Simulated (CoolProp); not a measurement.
Properties of R1233zd(E) along the isotherm 450 K (Tc = 438.9 K, pc = 3.583 MPa, ω = 0.304).

Computed with CoolProp (reference Helmholtz-energy equation of state, Akasaka 2022).

| p (MPa) | phase | Z | isothermal compressibility (1/MPa) | expansivity (1/kK) |
|---|---|---|---|---|
| 0.448 | gas | 0.9582 | 2.332 | 2.573 |
| 0.896 | gas | 0.9141 | 1.227 | 3.016 |
| 1.34 | gas | 0.8677 | 0.8707 | 3.590 |
| 1.79 | gas | 0.8172 | 0.7015 | 4.382 |
| 2.24 | gas | 0.7622 | 0.6150 | 5.526 |
| 2.69 | gas | 0.7007 | 0.5796 | 7.328 |
| 3.13 | gas | 0.6312 | 0.5935 | 10.49 |
| 3.58 | gas | 0.5425 | 0.7014 | 18.04 |
| 4.03 | supercritical | 0.4092 | 1.225 | 51.58 |
| 4.48 | supercritical | 0.2674 | 0.5577 | 45.23 |
| 4.93 | supercritical | 0.2555 | 0.1865 | 20.07 |
| 5.37 | supercritical | 0.2616 | 0.1090 | 13.65 |
